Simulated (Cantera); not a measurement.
Boron, boron nitride and boron oxide: B₂H₆ + O₂

Input: 1 mol B₂H₆, 0.9 mol O₂, held at 40.0 Pa.

Equilibrium computed with Cantera from the NASA thermochemical tables; the gas is ideal and each condensed phase is pure. Candidate condensed phases: B, B₂O₃, B₃O₃H₃, H₂O; 23 gas species. The feed counts by its element totals alone. Mutual solubility and eutectic melting of coexisting phases are not modelled. The tables' values for BH₂ are old estimates; treat these amounts as uncertain. The numbers say what is thermodynamically allowed, not how fast it happens.

From 1000 K to 1400 K the condensed part is B(s) + B₂O₃(l). From 1500 K to 1800 K the condensed part is B(s). The main B-bearing gas is B₃O₃H₃ at 1000 K and B₂O₂ at 1800 K.

| T (K) | log p H₂ | log p HBO | log p B₂O₂ | log p BO | log p B₂O₃ | log p H | log p HBO₂ | log p B₂O | n B(s) | n B₂O₃(l) |
|---|---|---|---|---|---|---|---|---|---|---|
| 1000 | -3.40 | -7.74 | -10.31 | -12.84 | -11.47 | -10.34 | -10.12 | <-15 | 0.800 | 0.600 |
| 1100 | -3.40 | -6.75 | -8.58 | -10.90 | -9.59 | -9.29 | -8.91 | -14.64 | 0.799 | 0.599 |
| 1200 | -3.40 | -5.93 | -7.14 | -9.29 | -8.04 | -8.40 | -7.91 | -12.67 | 0.796 | 0.596 |
| 1300 | -3.41 | -5.24 | -5.93 | -7.94 | -6.73 | -7.66 | -7.07 | -11.01 | 0.779 | 0.577 |
| 1400 | -3.44 | -4.67 | -4.91 | -6.78 | -5.62 | -7.03 | -6.38 | -9.59 | 0.677 | 0.454 |
| 1500 | -3.54 | -4.34 | -4.26 | -5.91 | -5.03 | -6.53 | -6.06 | -8.49 | 0.299 | 0 |
| 1600 | -3.55 | -4.28 | -4.25 | -5.41 | -5.33 | -6.04 | -6.29 | -7.81 | 0.251 | 0 |
| 1700 | -3.56 | -4.25 | -4.27 | -5.00 | -5.64 | -5.61 | -6.52 | -7.23 | 0.225 | 0 |
| 1800 | -3.58 | -4.24 | -4.32 | -4.65 | -5.98 | -5.23 | -6.77 | -6.73 | 0.210 | 0 |
log p: log10 of the partial pressure in bar; n: condensed amount in mol.
